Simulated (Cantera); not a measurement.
Input: 1 mol toluene, 0.071 mol NH3, 1.7 mol N2, 0.75 mol O2, equilibrated at 1725 K.

These are equilibrium values from Cantera (NASA tables, ideal gas, pure condensed phases), not measurements of a reactor. Candidate condensed phases: C, C6H6, C7H8, C8H18, H2O; 136 gas species. The ideal-gas law is rough above about 30 bar. Rates play no part.

**Question.** At 75000 Torr, list the 5 most abundant gas species with their mole fractions, and the condensed phases.

**Answer.** H2 0.517, N2 0.243, CO 0.205, CH4 0.0267, H2O 0.00447. Condensed: C(graphite).
